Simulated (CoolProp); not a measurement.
Water at 664.26 K and 33.7 MPa is throttled through a valve to 4.48 MPa with no heat exchange. Each further row changes one setting.

The numbers come from the reference Helmholtz-energy equation of state, Wagner 2002 in CoolProp.

```tsv
case	temperature change (K)	final phase	final density (kg/m³)
as stated	-133.9	two-phase, vapour fraction 0.470	46.5
outlet pressure 1.34 MPa	-198.1	two-phase, vapour fraction 0.554	12.2
outlet pressure 5.82 MPa	-117.5	two-phase, vapour fraction 0.446	63.8
```
